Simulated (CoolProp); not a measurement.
Vapour-liquid equilibrium of propane (1) + toluene (2) at 1.59 bar; x and y are mole fractions of (1).

The numbers come from the multi-fluid Helmholtz-energy mixture model, Lemmon 2009 and Lemmon 2006; pair parameters Bell 2016 in CoolProp.

Task: Give the bubble temperature and the first vapour's composition at x = 0.275, 0.725, 0.875. Is there an azeotrope?

Result: x = 0.275: -10.5 °C, y = 0.998; x = 0.725: -25.7 °C, y = 0.999; x = 0.875: -28.5 °C, y = 1.000. No azeotrope shows between x = 0.05 and 0.95.

Pair parameters are fitted to limited data, so mixtures are less certain than the pure fluids. With so large a gap from Raoult's law the liquid may split in two, which this calculation doesn't test in full.
